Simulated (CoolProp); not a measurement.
Ammonia at 299.92 K and 8 MPa flows at 0.37 m/s in a round tube of 6 mm bore and 0.25 µm roughness, fully developed (64/Re and Nu = 3.66 if laminar; Colebrook and Gnielinski if turbulent). Each further row changes one setting.

Computed with CoolProp (reference Helmholtz-energy equation of state, Gao 2020).

```tsv
case	Reynolds number	Darcy friction factor	pressure drop (Pa/m)	heat-transfer coefficient (W/(m² K))	mass flow (kg/h)
as stated	?	0.0310	214	3210	?
velocity 0.74 m/s	19900	?	?	?	45.7
diameter 12 mm	19900	0.0259	89.8	2870	91.4
```

Q: Complete the blanks.

A: 
- as stated, Reynolds number: 9970
- as stated, mass flow (kg/h): 22.9
- velocity 0.74 m/s, Darcy friction factor: 0.0260
- velocity 0.74 m/s, pressure drop (Pa/m): 720
- velocity 0.74 m/s, heat-transfer coefficient (W/(m² K)): 5760

Viscosity comes from a separate model (Fenghour 1995). Thermal conductivity comes from a separate model (Tufeu 1984).
